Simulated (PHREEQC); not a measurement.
H2SO4 is added in steps, without added water, to 1 kg of water holding 13 mmol/kgw H3BO3, at 5.6 °C. Oxygen alone is held at its pressure in air (log pO2 = -0.68). CO2 from the air is kept out. Nothing may precipitate in this run.

Base run: PHREEQC, ion-association model, wateq4f.dat. Each further column changes one thing. The table gives HSO4- (mol/kgw).

```json
[
 {"H2SO4 added (mol)": "0", "base": "0", "database phreeqc.dat": "0", "metal-ligand complexes left out": "0", "Debye-Hückel limiting law": "0", "database pitzer.dat": "0"},
 {"H2SO4 added (mol)": "0.00225", "base": "0.000376", "database phreeqc.dat": "0.000376", "metal-ligand complexes left out": "0.000376", "Debye-Hückel limiting law": "0.000362", "database pitzer.dat": "0.000325"},
 {"H2SO4 added (mol)": "0.0045", "base": "0.00116", "database phreeqc.dat": "0.00116", "metal-ligand complexes left out": "0.00116", "Debye-Hückel limiting law": "0.00110", "database pitzer.dat": "0.00101"},
 {"H2SO4 added (mol)": "0.00675", "base": "0.00216", "database phreeqc.dat": "0.00216", "metal-ligand complexes left out": "0.00216", "Debye-Hückel limiting law": "(withheld)", "database pitzer.dat": "(withheld)"},
 {"H2SO4 added (mol)": "0.007875", "base": "0.00272", "database phreeqc.dat": "0.00272", "metal-ligand complexes left out": "0.00272", "Debye-Hückel limiting law": "0.00252", "database pitzer.dat": "0.00236"},
 {"H2SO4 added (mol)": "0.01013", "base": "0.00393", "database phreeqc.dat": "0.00393", "metal-ligand complexes left out": "0.00393", "Debye-Hückel limiting law": "0.00359", "database pitzer.dat": "0.00340"},
 {"H2SO4 added (mol)": "0.01238", "base": "0.00523", "database phreeqc.dat": "0.00523", "metal-ligand complexes left out": "0.00523", "Debye-Hückel limiting law": "0.00473", "database pitzer.dat": "0.00452"},
 {"H2SO4 added (mol)": "0.01463", "base": "0.00660", "database phreeqc.dat": "0.00661", "metal-ligand complexes left out": "0.00660", "Debye-Hückel limiting law": "0.00593", "database pitzer.dat": "0.00570"},
 {"H2SO4 added (mol)": "0.01688", "base": "0.00804", "database phreeqc.dat": "0.00804", "metal-ligand complexes left out": "0.00804", "Debye-Hückel limiting law": "0.00716", "database pitzer.dat": "0.00693"},
 {"H2SO4 added (mol)": "0.01912", "base": "0.00952", "database phreeqc.dat": "0.00952", "metal-ligand complexes left out": "0.00952", "Debye-Hückel limiting law": "0.00842", "database pitzer.dat": "(withheld)"},
 {"H2SO4 added (mol)": "0.02025", "base": "0.0103", "database phreeqc.dat": "0.0103", "metal-ligand complexes left out": "0.0103", "Debye-Hückel limiting law": "(withheld)", "database pitzer.dat": "0.00885"},
 {"H2SO4 added (mol)": "0.0225", "base": "0.0118", "database phreeqc.dat": "0.0118", "metal-ligand complexes left out": "0.0118", "Debye-Hückel limiting law": "(withheld)", "database pitzer.dat": "0.0102"},
 {"H2SO4 added (mol)": "0.02475", "base": "0.0134", "database phreeqc.dat": "0.0134", "metal-ligand complexes left out": "0.0134", "Debye-Hückel limiting law": "0.0117", "database pitzer.dat": "0.0115"},
 {"H2SO4 added (mol)": "0.027", "base": "0.0150", "database phreeqc.dat": "0.0150", "metal-ligand complexes left out": "0.0150", "Debye-Hückel limiting law": "0.0130", "database pitzer.dat": "(withheld)"}
]
```

**Question.** Some entries are withheld; supply them.

**Answer.** 
- 0.00675, Debye-Hückel limiting law: 0.00201
- 0.00675, database pitzer.dat: 0.00187
- 0.01912, database pitzer.dat: 0.00820
- 0.02025, Debye-Hückel limiting law: 0.00907
- 0.0225, Debye-Hückel limiting law: 0.0104
- 0.027, database pitzer.dat: 0.0129

At this temperature some constants are extrapolated from 25 °C, and those without enthalpy data are left unchanged. pitzer.dat has no redox and few complexes: it carries them in its interaction parameters. phreeqc.dat and wateq4f.dat share most of their constants, so their agreement is no independent check. Solids allowed in the column 'database pitzer.dat': Boric_acid,s.
